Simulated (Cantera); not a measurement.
A closed system holds: 1 mol CHF3, 0.046 mol F2, held at 0.0360 bar.

Method: chemical equilibrium by Gibbs-energy minimisation in Cantera with the NASA 1993 tables (ideal gas, pure condensed phases). Candidate condensed phases: C, C6H6, C7H8, C8H18; 95 gas species. Gases not in the tables: C2F6 and larger saturated fluorocarbons. Kinetics and transport are ignored.

x: gas mole fraction; n: condensed amount in mol.

```json
[
 {"T (K)": "2548", "x F": "0.293", "x HF": "0.423", "x CF2": "0.252", "x CF": "0.0110", "x C3": "2.87e-5", "x CF4": "0.0157", "x H": "9.09e-5", "n C(graphite)": "0.329"},
 {"T (K)": "2598", "x F": "0.332", "x HF": "0.409", "x CF2": "0.233", "x CF": "0.0145", "x C3": "5.98e-5", "x CF4": "0.00816", "x H": "0.000133", "n C(graphite)": "0.366"},
 {"T (K)": "2648", "x F": "0.369", "x HF": "0.397", "x CF2": "0.209", "x CF": "0.0185", "x C3": "0.000121", "x CF4": "0.00411", "x H": "0.000194", "n C(graphite)": "0.408"},
 {"T (K)": "2698", "x F": "0.403", "x HF": "0.386", "x CF2": "0.184", "x CF": "0.0231", "x C3": "0.000238", "x CF4": "0.00201", "x H": "0.000285", "n C(graphite)": "0.452"},
 {"T (K)": "2748", "x F": "0.434", "x HF": "0.376", "x CF2": "0.158", "x CF": "0.0283", "x C3": "0.000457", "x CF4": "0.000968", "x H": "0.000417", "n C(graphite)": "0.493"},
 {"T (K)": "2798", "x F": "0.462", "x HF": "0.367", "x CF2": "0.134", "x CF": "0.0340", "x C3": "0.000856", "x CF4": "0.000458", "x H": "0.000609", "n C(graphite)": "0.530"},
 {"T (K)": "2848", "x F": "0.485", "x HF": "0.359", "x CF2": "…", "x CF": "…", "x C3": "…", "x CF4": "…", "x H": "…", "n C(graphite)": "0.558"},
 {"T (K)": "2898", "x F": "0.504", "x HF": "0.351", "x CF2": "0.0929", "x CF": "0.0468", "x C3": "0.00281", "x CF4": "9.88e-5", "x H": "0.00129", "n C(graphite)": "0.574"},
 {"T (K)": "2948", "x F": "0.518", "x HF": "0.344", "x CF2": "0.0758", "x CF": "0.0537", "x C3": "0.00493", "x CF4": "4.52e-5", "x H": "0.00187", "n C(graphite)": "0.574"},
 {"T (K)": "2998", "x F": "0.528", "x HF": "0.336", "x CF2": "0.0612", "x CF": "0.0608", "x C3": "0.00848", "x CF4": "2.05e-5", "x H": "0.00269", "n C(graphite)": "0.552"},
 {"T (K)": "3048", "x F": "0.533", "x HF": "0.328", "x CF2": "0.0489", "x CF": "0.0679", "x C3": "0.0143", "x CF4": "9.19e-6", "x H": "0.00385", "n C(graphite)": "0.497"},
 {"T (K)": "3098", "x F": "0.532", "x HF": "0.319", "x CF2": "…", "x CF": "…", "x C3": "…", "x CF4": "…", "x H": "…", "n C(graphite)": "…"},
 {"T (K)": "3148", "x F": "0.525", "x HF": "0.307", "x CF2": "0.0299", "x CF": "0.0813", "x C3": "0.0389", "x CF4": "1.76e-6", "x H": "0.00770", "n C(graphite)": "0.212"}
]
```

Question: Some entries are withheld; supply them.

Answer: 
- 3098, x CF2: 0.0385
- 3098, x CF: 0.0749
- 3098, x C3: 0.0238
- 3098, x CF4: 4.07e-6
- 3098, x H: 0.00547
- 3098, n C(graphite): 0.393
- 2848, x CF2: 0.112
- 2848, x CF: 0.0402
- 2848, x C3: 0.00157
- 2848, x CF4: 0.000214
- 2848, x H: 0.000888
